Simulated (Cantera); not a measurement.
Equilibrium for silicon oxide and oxynitride deposition: TEOS + H2O + H2

Charge: 1 mol TEOS, 0.93 mol H2O, 0.23 mol H2, equilibrated at 88.0 mbar.

Equilibrium computed with Cantera from the NASA thermochemical tables; the gas is ideal and each condensed phase is pure. Candidate condensed phases: C, C6H6, C7H8, C8H18, H2O, Si, SiC, SiO2; 123 gas species. The feed counts by its element totals alone. The tables hold silica as quartz up to 1696 K and as liquid above; real silica turns to tridymite and cristobalite and melts near 1996 K. Kinetics and transport are ignored.

From 1125 K to 1425 K the condensed part is C(graphite) + SiO2(β-quartz). From 1525 K to 1825 K the condensed part is C(graphite) + SiC(s).

```json
[
 {"T (K)": "1125", "x H2": "0.790", "x CO": "0.207", "x SiO": "7.72e-12", "x CH4": "0.00159", "n C(graphite)": "5.06", "n SiO2(β-quartz)": "1.00", "n SiC(s)": "0"},
 {"T (K)": "1225", "x H2": "0.791", "x CO": "0.208", "x SiO": "3.01e-9", "x CH4": "0.000723", "n C(graphite)": "5.06", "n SiO2(β-quartz)": "1.00", "n SiC(s)": "0"},
 {"T (K)": "1325", "x H2": "0.792", "x CO": "0.208", "x SiO": "4.70e-7", "x CH4": "0.000370", "n C(graphite)": "5.07", "n SiO2(β-quartz)": "1.000", "n SiC(s)": "0"},
 {"T (K)": "1425", "x H2": "0.792", "x CO": "0.208", "x SiO": "3.56e-5", "x CH4": "0.000208", "n C(graphite)": "5.07", "n SiO2(β-quartz)": "0.999", "n SiC(s)": "0"},
 {"T (K)": "1525", "x H2": "0.693", "x CO": "0.306", "x SiO": "0.000664", "x CH4": "9.65e-5", "n C(graphite)": "2.09", "n SiO2(β-quartz)": "0", "n SiC(s)": "0.989"},
 {"T (K)": "1625", "x H2": "0.693", "x CO": "0.305", "x SiO": "0.000969", "x CH4": "6.22e-5", "n C(graphite)": "2.10", "n SiO2(β-quartz)": "0", "n SiC(s)": "0.984"},
 {"T (K)": "1725", "x H2": "0.693", "x CO": "0.305", "x SiO": "0.00135", "x CH4": "4.22e-5", "n C(graphite)": "2.11", "n SiO2(β-quartz)": "0", "n SiC(s)": "0.978"},
 {"T (K)": "1825", "x H2": "0.692", "x CO": "0.304", "x SiO": "0.00182", "x CH4": "2.99e-5", "n C(graphite)": "2.12", "n SiO2(β-quartz)": "0", "n SiC(s)": "0.971"}
]
```
x: gas mole fraction; n: condensed amount in mol.
